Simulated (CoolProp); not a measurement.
Properties of vinyl chloride at several states.

Values from CoolProp's reference Helmholtz-energy equation of state, Thol 2022.

| T (K) | p (kPa) | phase | Z | isothermal compressibility (1/MPa) | expansivity (1/kK) |
|---|---|---|---|---|---|
| 415.9 | 10500 | liquid | 0.2839 | 0.01520 | 4.739 |
| 424.7 | 32700 | liquid | 0.7536 | 0.004284 | 2.021 |
| 351.4 | 104 | gas | 0.9889 | 9.724 | 2.947 |
| 212.9 | 582 | liquid | 0.01953 | 0.0009496 | 1.665 |
| 416.2 | 188 | gas | 0.9883 | 5.383 | 2.495 |
| 150.3 | 121 | liquid | 0.005188 | 0.0005561 | 1.690 |
